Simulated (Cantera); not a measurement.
Cantera with NASA thermochemical tables; ideal gases at 1 bar, condensed phases pure. Values are per mole of reaction as written; species without (g) are pure solids or liquids, kept so even where they would boil at 1 bar.

2 P2(g) + 5 O2(g) → P4O10(g), with ΔH° = -3191.5 kJ and ΔS° = -1058.2 J/K at 300 K.

Question: How far is the shortcut ΔG° ≈ ΔH°(300 K) − T·ΔS°(300 K) from the full temperature-dependent value at 700, 850, 1000, 1150, 1300, 1450, 1600, 1750, 1900, 2050, 2200 K?

Answer: 
```tsv
T (K)	shortcut (kJ)	full (kJ)	difference (kJ)	difference in log10 K
700	-2450.8	-2452.5	1.7	-0.13
850	-2292.0	-2296.9	4.9	-0.30
1000	-2133.3	-2142.8	9.5	-0.50
1150	-1974.6	-1990.0	15.5	-0.70
1300	-1815.9	-1838.5	22.6	-0.91
1450	-1657.1	-1687.9	30.8	-1.11
1600	-1498.4	-1538.4	40.0	-1.31
1750	-1339.7	-1389.7	50.1	-1.49
1900	-1181.0	-1241.9	60.9	-1.68
2050	-1022.2	-1094.8	72.5	-1.85
2200	-863.5	-948.3	84.8	-2.01
```
The shortcut ignores the heat-capacity change of the reaction.
